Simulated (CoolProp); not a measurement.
A closed Brayton cycle with carbon dioxide: compressor inlet 312.15 K and 9.3 MPa, high pressure 20.1 MPa, turbine inlet 905 K, compressor efficiency 0.85, turbine efficiency 0.9, recuperator effectiveness 0.8 (on enthalpy, no pinch check). Each further row changes one setting.

Values from CoolProp's reference Helmholtz-energy equation of state, Span 1996.

```json
[
 {"case": "as stated", "thermal efficiency (%)": "[?]", "net work (kJ/kg)": "94.3", "compressor to turbine work": "0.17", "compressor exit (K)": "339.4", "turbine exit (K)": "806.3"},
 {"case": "turbine inlet 855 K", "thermal efficiency (%)": "27.1", "net work (kJ/kg)": "87.5", "compressor to turbine work": "[?]", "compressor exit (K)": "339.4", "turbine exit (K)": "759.8"},
 {"case": "compressor inlet 322.15 K", "thermal efficiency (%)": "[?]", "net work (kJ/kg)": "[?]", "compressor to turbine work": "[?]", "compressor exit (K)": "[?]", "turbine exit (K)": "806.3"},
 {"case": "high pressure 17.1 MPa", "thermal efficiency (%)": "24.2", "net work (kJ/kg)": "76.7", "compressor to turbine work": "0.16", "compressor exit (K)": "333.3", "turbine exit (K)": "826.5"},
 {"case": "recuperator effectiveness 0.5", "thermal efficiency (%)": "[?]", "net work (kJ/kg)": "94.3", "compressor to turbine work": "0.17", "compressor exit (K)": "339.4", "turbine exit (K)": "806.3"}
]
```

Problem. Some entries are withheld; supply them.

Solution. 
- as stated, thermal efficiency (%): 27.7
- turbine inlet 855 K, compressor to turbine work: 0.18
- compressor inlet 322.15 K, thermal efficiency (%): 27.8
- compressor inlet 322.15 K, net work (kJ/kg): 82.6
- compressor inlet 322.15 K, compressor to turbine work: 0.28
- compressor inlet 322.15 K, compressor exit (K): 376.2
- recuperator effectiveness 0.5, thermal efficiency (%): 18.4
